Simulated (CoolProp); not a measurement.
Vapour-liquid equilibrium of benzene (1) + p-xylene (2) at 46.3 kPa; x and y are mole fractions of (1).

Computed with CoolProp (multi-fluid Helmholtz-energy mixture model, Thol 2012 and Zhou 2012; pair parameters Bell 2016).

| x | bubble temperature, mixture model (°C) | bubble temperature, Raoult's law (°C) | y, mixture model | y, Raoult's law |
|---|---|---|---|---|
| 0.05 | 105.5 | 105.0 | 0.206 | 0.222 |
| 0.15 | 95.6 | 94.8 | 0.487 | 0.506 |
| 0.25 | 87.6 | 86.9 | 0.659 | 0.672 |
| 0.35 | 81.0 | 80.5 | 0.769 | 0.776 |
| 0.45 | 75.5 | 75.2 | 0.842 | 0.846 |
| 0.55 | 70.9 | 70.7 | 0.893 | 0.895 |
| 0.65 | 67.0 | 66.9 | 0.929 | 0.930 |
| 0.75 | 63.6 | 63.5 | 0.956 | 0.957 |
| 0.85 | 60.6 | 60.5 | 0.977 | 0.977 |
| 0.95 | 57.9 | 57.9 | 0.993 | 0.993 |

The largest gap from Raoult's law is +0.8 K in bubble temperature, at x = 0.15. No azeotrope shows between x = 0.05 and 0.95.

Pair parameters are fitted to limited data, so mixtures are less certain than the pure fluids.
